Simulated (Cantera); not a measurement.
Input (Python, Cantera) and output of one run.

```python
import numpy as np
import cantera as ct

gas_names = """
    H HO2 H2 H2O H2O2 H2S H2SO4 Mg MgH MgO MgOH MgO2H2 MgS Mg2 O OH O2 O3 S SH SO SO2 SO3 S2 S2O S8
""".split()
cond_names = """
    H2O(s) H2O(L) H2SO4(L) Mg(cr) Mg(L) MgO(s) MgO(L) MgO2H2(s) MgS(s) MgSO4(s) MgSO4(L) S(cr1) S(cr2)
    S(L)
""".split()


# ... load() reads the species with a 1 bar reference pressure and builds the phases ...
atoms = {
    'MgO': {'Mg': 1, 'O': 1},
    'H2S': {'H': 2, 'S': 1},
    'H2O': {'H': 2, 'O': 1},
    'SO3': {'S': 1, 'O': 3},
}
top_T = {'MgS(s)': 2250}  # K; cautious upper limits of use, not melting points


# ... equilibrate(T, P, feed) seeds the gas with the atoms and calls Mixture.equilibrate('TP', solver="vcs", rtol=1e-11, max_steps=5000) ...
results = []
feed = {'MgO': 1, 'H2S': 0.086, 'H2O': 3.9, 'SO3': 0.31}  # mol
T = 1823  # K
P = 63000  # Pa
mix = equilibrate(T, P, feed)
results.append((T, P, feed, dict(zip(mix.species_names, mix.species_moles))))
print(gas.report(threshold=0.0001))
for i in range(1, mix.n_phases):
    print(f"{mix.phase(i).name:16s} {mix.phase_moles(i):12.5e} mol")
```

It prints:

```
       temperature   1823 K
          pressure   63000 Pa
           density   0.092343 kg/m^3
  mean mol. weight   22.217 kg/kmol
   phase of matter   gas

                          1 kg             1 kmol
                     ---------------   ---------------
          enthalpy         -8.07e+06       -1.7929e+08  J
   internal energy       -8.7522e+06       -1.9445e+08  J
           entropy             12336        2.7407e+05  J/K
    Gibbs function       -3.0558e+07       -6.7891e+08  J
 heat capacity c_p            2290.1             50879  J/K
 heat capacity c_v            1915.9             42565  J/K

                      mass frac. Y      mole frac. X     chem. pot. / RT
                     ---------------   ---------------   ---------------
                H2        8.7942e-05        0.00096915            -26.59
               H2O           0.73143           0.90203           -43.591
                OH        0.00084255         0.0011007           -30.296
                O2         0.0087731         0.0060914           -34.001
               SO2           0.25856          0.089676            -57.96
     [  +21 minor]        0.00030596        0.00013056

Mg(L)             0.00000e+00 mol
MgO(s)            9.99967e-01 mol
MgS(s)            0.00000e+00 mol
MgSO4(L)          0.00000e+00 mol
S(L)              0.00000e+00 mol
```

Equilibrium computed with Cantera from the NASA thermochemical tables; the gas is ideal and each condensed phase is pure.
